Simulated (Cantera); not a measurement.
An isothermal, constant-pressure homogeneous reactor starts with C2H6 : N2 = 1 : 5.5 (molar parts), at 1925 K and 120 Torr.

Detailed kinetics in Cantera: GRI-Mech 3.0 (53 species, 325 reactions). GRI-Mech 3.0 stops at C3 and has no aromatics, soot or wall deposition, so with more carbon than oxygen in the feed, carbon stays in small species such as C2H2 where larger ones or solid carbon would form.

x: mole fraction; the columns are a selection and need not sum to one.

| t (s) | x C2H6 | x H | x C2H4 | x CH3 | x H2 | x CH2 |
|---|---|---|---|---|---|---|
| 0.000200 | ___ | 0.00112 | 0.00808 | 0.00469 | 0.174 | 2.13e-5 |
| 0.000743 | ___ | 0.000720 | 0.00113 | 0.00232 | 0.191 | 7.88e-6 |
| 0.00276 | ___ | 0.000747 | 0.000376 | 0.00148 | 0.207 | 5.33e-6 |
| 0.0102 | ___ | 0.000922 | 0.000101 | 0.000664 | 0.224 | 3.04e-6 |
| 0.0381 | ___ | 0.00110 | 4.90e-5 | 0.000185 | 0.232 | 1.05e-6 |
| 0.141 | ___ | 0.00116 | 4.57e-5 | 4.55e-5 | 0.234 | 2.76e-7 |
| 0.525 | ___ | 0.00117 | 4.56e-5 | 1.68e-5 | 0.234 | 1.03e-7 |
| 1.95 | 1.15e-9 | 0.00117 | 4.56e-5 | 1.45e-5 | 0.234 | 8.88e-8 |
| 7.25 | 1.15e-9 | 0.00117 | 4.56e-5 | 1.45e-5 | 0.234 | 8.88e-8 |
| 26.9 | 1.15e-9 | 0.00117 | 4.55e-5 | 1.45e-5 | 0.234 | 8.89e-8 |
| 100 | 1.15e-9 | 0.00117 | 4.51e-5 | 1.45e-5 | 0.234 | 8.90e-8 |

What belongs in the gaps?


- 0.000200, x C2H6: 8.69e-5
- 0.000743, x C2H6: 2.44e-5
- 0.00276, x C2H6: 9.88e-6
- 0.0102, x C2H6: 1.84e-6
- 0.0381, x C2H6: 1.32e-7
- 0.141, x C2H6: 8.15e-9
- 0.525, x C2H6: 1.42e-9
